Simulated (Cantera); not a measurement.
Mixture: 7.49 % CH4, 0.247 % H2, 19.4 % O2, 72.8 % N2, at 18.8 atm, adiabatic and at constant pressure. Ignition delay is the time to a rise of 400 K.

Model: GRI-Mech 3.0 (53 species, 325 reactions), integrated in Cantera. The pressure lies above the range GRI-Mech 3.0 was tuned for (to about 10 atm). Below about 1000 K GRI-Mech 3.0 lacks low-temperature oxidation paths.

### Question
Predict: delay at 975 K; delay at 1050 K; delay at 1125 K; delay at 1200 K; delay at 1275 K; delay at 1350 K; apparent activation energy between 1200 and 1350 K.

### Answer
| Quantity | Result |
|---|---|
| delay at 975 K | 30.6 ms |
| delay at 1050 K | 8.68 ms |
| delay at 1125 K | 3.17 ms |
| delay at 1200 K | 1.36 ms |
| delay at 1275 K | 0.633 ms |
| delay at 1350 K | 0.309 ms |
| apparent activation energy between 1200 and 1350 K | 130 kJ/mol |
